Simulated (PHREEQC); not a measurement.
# Silver or lead bath: an equilibrium model

Solution (20 °C): 0.216 mol AgNO3 and 0.00035 mol Zn(NO3)2 per kg of water. Closed to the air; pH follows from the charge balance.

All values are PHREEQC results (ion-association model, wateq4f.dat), not measurements.

This is a speciation only: nothing precipitates in the calculation.

**Question.** Estimate the pH.

**Answer.** pH 6.33.

**Question.** In which forms is Ag present?

**Answer.** Ag+ 95 %, AgNO3 5.0 % of the Ag.

Complexes and solids missing from the database can't appear.
